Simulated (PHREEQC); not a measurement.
Synthetic water in mg/kgw, 25 °C, pH 8.4: Na 3800; K 4.58; Ca 13.9; Mg 210; Cl 5510; S(6) as SO4 1050; Alkalinity as HCO3 45.1; Br 20.

Valence states are taken as typed.

Computed with PHREEQC (Pitzer model, pitzer.dat).

Precipitation was switched off in this run.

Order these C species by the share of C that they hold, largest first: MgCO3, HCO3-, CO3-2, CO2.

HCO3- (94 %), CO3-2 (3.8 %), MgCO3 (1.8 %), CO2 (0.63 %)

The pH is 8.40 and the ionic strength 0.201 mol/kgw. Species that the database lacks are ignored.
